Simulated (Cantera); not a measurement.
Feed: 1 mol borazine, 0.58 mol O2, 33 mol H2, held at 823.15 K and 1.00 bar.

Method: chemical equilibrium by Gibbs-energy minimisation in Cantera with the NASA 1993 tables (ideal gas, pure condensed phases). Candidate condensed phases: B, BN, B2O3, B3O3H3, H2O; 39 gas species. The feed counts by its element totals alone. Gases not in the tables: H3BO3. Rates play no part.

Base state: H2 0.988, N2 0.00980, H2O 0.00214, NH3 0.000232 (mole fractions); condensed: BN(s) + B2O3(l).

**Question.** What changes in the equilibrium state with this change: O2 from 0.58 to 0.056 mol?

**Answer.** 
```
species         before     after
------------  --------  --------
H2               0.988     0.998
H2O            0.00214  0.000899
N2             0.00980  0.000704
NH3           0.000232   6.30e-5
BN(s), mol        2.28      2.95
B2O3(l), mol     0.360    0.0264
```
